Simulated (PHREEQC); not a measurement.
0.5 g of hydrous ferric oxide (600 m²/g; 0.2 weak and 0.005 strong sites per Fe, Dzombak-Morel constants, diffuse double layer) in 1 kg of water with 0.01 mol/kgw of an inert sodium salt and 3.4e-05 mol ZnCl2, at 25 °C; the pH is set by adding NaOH or the inert anion's acid. Oxygen alone is held at its pressure in air (log pO2 = -0.68). CO2 from the air is kept out. Nothing may precipitate in this run.

The series has 13 steps of pH, from 3 to 9.

Model: ion-association model, wateq4f.dat, run in PHREEQC.

Task: Near which pH is half of the Zn sorbed, and on which side is more sorbed?

Result: Near pH 6.0, with more sorbed at higher pH.

The oxide is taken as insoluble; below pH 4 it would dissolve.
